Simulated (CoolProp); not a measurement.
Model: reference Helmholtz-energy equation of state, Thol 2015, in CoolProp.

Task: For 1,2-dichloroethane, give the phase and the Z, expansivity (1/kK), fugacity coefficient at 59.35 °C and 16.3 bar; 59.35 °C and 49 bar; 59.35 °C and 98 bar.

Result: 
- 59.35 °C and 16.3 bar: liquid; Z 0.0488, expansivity 1.26, fugacity coefficient 0.0282
- 59.35 °C and 49 bar: liquid; Z 0.146, expansivity 1.23, fugacity coefficient 0.0103
- 59.35 °C and 98 bar: liquid; Z 0.291, expansivity 1.19, fugacity coefficient 0.00598
